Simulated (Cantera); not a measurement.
An isothermal plug-flow reactor at 675 K and 0.345 atm (inlet), inlet velocity 0.1 m/s, active area per volume 740 1/m; feed 0.695 % CO, 14.9 % O2, 78.5 % N2, 5.96 % H2O, equivalence ratio 0.023.

Cantera simulation using Deutschmann's 1995 Pt surface mechanism with GRI-Mech 3.0 gas chemistry; the numbers are that mechanism's predictions, not measurements. Catalytic surfaces can have several steady states; this one follows from the mechanism file's or the stated starting coverage. Mass transfer to the wall is taken as infinitely fast.

### Question
Predict: x(CO) at z = 0.011 m; x(O2) at z = 0.011 m; x(H2O) at z = 0.011 m; x(CO2) at z = 0.011 m; θ(free Pt) at the exit; θ(O*) at the exit; θ(OH*) at the exit.

### Answer
```
Property                 Result
----------------------  -------
x(CO) at z = 0.011 m    0.00139
x(O2) at z = 0.011 m      0.147
x(H2O) at z = 0.011 m    0.0597
x(CO2) at z = 0.011 m   0.00558
θ(free Pt) at the exit  0.00698
θ(O*) at the exit         0.990
θ(OH*) at the exit      0.00280
```
